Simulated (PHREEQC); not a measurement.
A solution holds 0.0027 mol ZnCl2, 0.00058 mol NaOH and 0.13 mol NiCl2 per kg of water, at 85 °C. Closed to the air; pH follows from the charge balance.

Computed with PHREEQC (ion-association model, wateq4f.dat).

Each row changes one thing in this solution. This is a speciation only: nothing precipitates in the calculation.

| case | pH | ionic strength (mol/kgw) | Cl- (mol/kgw) | SI of Halite (NaCl) |
|---|---|---|---|---|
| as made | 6.48 | 0.350 | 0.239 | -5.91 |
| NaOH from 0.00058 to 0.000638 mol/kgw | 6.52 | (withheld) | 0.239 | -5.87 |
| NiCl2 left out | 6.91 | 0.00718 | 0.00523 | -7.30 |
| ZnCl2 left out | 6.52 | 0.346 | 0.235 | -5.92 |
| ZnCl2 replaced by MnCl2 at the same molality | 6.52 | 0.352 | 0.240 | -5.91 |
| diluted 5-fold with water | 6.28 | 0.0766 | 0.0515 | (withheld) |
| ZnCl2 replaced by (CH3)4NCl at the same molality | 6.52 | 0.348 | 0.238 | -5.91 |
| diluted 10-fold with water | 6.19 | 0.0388 | 0.0261 | -7.69 |

Question: Complete the blanks.

Answer: 
- NaOH from 0.00058 to 0.000638 mol/kgw, ionic strength (mol/kgw): 0.349
- diluted 5-fold with water, SI of Halite (NaCl): -7.15

Some of these states are supersaturated (in Zincite(c) (slow to form), for instance). At this temperature some constants are extrapolated from 25 °C, and those without enthalpy data are left unchanged.
